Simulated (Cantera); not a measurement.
Input (Python, Cantera):

```python
import numpy as np
import cantera as ct

gas = ct.Solution("gri30.yaml")
gas.TPX = 475, 500000, {'CO': 1, 'H2': 0.92, 'O2': 0.873, 'N2': 3.28}
flame = ct.FreeFlame(gas, width=0.013)
flame.set_refine_criteria(ratio=3, slope=0.08, curve=0.16)
flame.transport_model = "mixture-averaged"
flame.solve(loglevel=0, auto=True)
z, T = flame.grid, flame.T
thick = (T[-1] - T[0]) / np.gradient(T, z).max()
show = ['CO', 'H2', 'O2', 'NO', 'HO2', 'H2O2']
print(f"laminar burning velocity  {flame.velocity[0] * 100:.3f} cm/s")
print(f"burnt temperature         {T[-1]:.1f} K")
print(f"thermal thickness         {thick * 1e3:.4f} mm")
print(f"grid points               {len(z)}")
z0 = z[flame.heat_release_rate.argmax()]
print(f"{'z/mm':>9s}{'T/K':>9s}{'u/(m/s)':>9s}" + "".join(f"{s:>11s}" for s in show))
rows = []
for k in (-3, -2, -1.5, -1, -0.5, -0.25, 0, 0.25, 0.5, 1, 2, 4, 8):
    zz = z0 + k * thick
    rows.append([k * thick, np.interp(zz, z, T), np.interp(zz, z, flame.velocity),
                 *(np.interp(zz, z, flame.X[gas.species_index(s)]) for s in show)])
    print(f"{rows[-1][0] * 1e3:9.3f}{rows[-1][1]:9.1f}{rows[-1][2]:9.3f}" + "".join(f"{x:11.3e}" for x in rows[-1][3:]))
```

It prints:

```
laminar burning velocity  211.487 cm/s
burnt temperature         2542.0 K
thermal thickness         0.0724 mm
grid points               118
     z/mm      T/K  u/(m/s)         CO         H2         O2         NO        HO2       H2O2
   -0.217    475.0    2.115  1.647e-01  1.514e-01  1.438e-01  1.432e-14  2.660e-10  4.904e-11
   -0.145    475.0    2.114  1.648e-01  1.510e-01  1.438e-01  9.445e-13  1.705e-08  3.209e-09
   -0.109    475.2    2.112  1.649e-01  1.500e-01  1.440e-01  9.844e-12  1.735e-07  3.314e-08
   -0.072    476.7    2.110  1.657e-01  1.461e-01  1.446e-01  1.342e-10  2.312e-06  4.463e-07
   -0.036    524.5    2.273  1.689e-01  1.250e-01  1.467e-01  1.328e-08  1.914e-04  3.114e-05
   -0.018    804.2    3.399  1.667e-01  9.261e-02  1.379e-01  3.084e-07  7.823e-04  1.193e-04
    0.000   1299.9    5.388  1.505e-01  5.112e-02  1.041e-01  2.257e-06  3.181e-04  3.311e-05
    0.018   1649.7    6.748  1.253e-01  2.351e-02  6.527e-02  7.425e-06  1.349e-04  4.071e-06
    0.036   1848.3    7.470  1.030e-01  1.537e-02  4.474e-02  1.400e-05  6.981e-05  2.047e-06
    0.072   2051.5    8.161  7.849e-02  1.382e-02  3.042e-02  2.533e-05  3.285e-05  1.069e-06
    0.145   2225.6    8.740  6.354e-02  1.248e-02  2.202e-02  4.129e-05  1.594e-05  6.384e-07
    0.290   2359.6    9.181  5.441e-02  1.013e-02  1.619e-02  6.474e-05  8.060e-06  4.306e-07
    0.579   2453.0    9.478  4.686e-02  8.235e-03  1.172e-02  1.025e-04  4.583e-06  3.220e-07
```

Computed with Cantera and GRI-Mech 3.0 (53 species, 325 reactions). The hydrogen kinetics of GRI-Mech 3.0 are dated; newer H2 mechanisms differ, most at raised pressure. Burning velocities carry a grid error of a few per cent, more on coarse grids.
